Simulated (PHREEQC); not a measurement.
A column of 0.5 m (40 cells, dispersivity 0.04 m, 3600 s a shift, diffusion coefficient 3e-10 m²/s) holds 0.0029 eq of the database's cation exchanger X per kg of pore water, first in equilibrium with 0.019 mol Na2SO4 and 1e-05 mol HCl per kg of water. It is flushed with 0.00056 mol MgSO4 and 1e-05 mol HCl per kg of water, at 25 °C. Values are for the last cell. The system is closed to CO2. No solid was allowed to form.

Computed with PHREEQC (ion-association model, phreeqc.dat).

```csv
pore volumes,Mg in solution (mol/kgw),Na in solution (mol/kgw),S in solution (mol/kgw),NaX on the exchanger (mol/kgw),MgX2 on the exchanger (mol/kgw)
0,0,0.0380,0.0190,0.00290,0
0.5125,1.62e-12,0.0359,0.0179,0.00290,4.22e-12
1.012,1.33e-11,0.0163,0.00816,0.00290,1.89e-10
1.512,1.26e-12,0.00487,0.00243,0.00290,2.43e-10
2.013,1.71e-13,0.00188,0.000940,0.00290,2.48e-10
2.263,1.00e-13,0.00145,0.000726,0.00290,2.49e-10
2.763,6.57e-14,0.00118,0.000591,0.00290,2.49e-10
3.263,2.07e-12,0.00113,0.000566,0.00290,8.61e-9
3.763,0.000487,0.000149,0.000561,1.02e-5,0.00144
4.263,0.000550,2.02e-5,0.000560,1.30e-6,0.00145
4.763,0.000558,3.41e-6,0.000560,2.18e-7,0.00145
5.263,0.000560,6.27e-7,0.000560,4.00e-8,0.00145
5.763,0.000560,1.20e-7,0.000560,7.67e-9,0.00145
6.013,0.000560,5.31e-8,0.000560,3.39e-9,0.00145
6.513,0.000560,1.05e-8,0.000560,6.67e-10,0.00145
7.013,0.000560,2.08e-9,0.000560,1.32e-10,0.00145
7.513,0.000560,4.14e-10,0.000560,2.64e-11,0.00145
8.012,0.000560,8.25e-11,0.000560,5.26e-12,0.00145
```

Species that the database lacks are ignored.
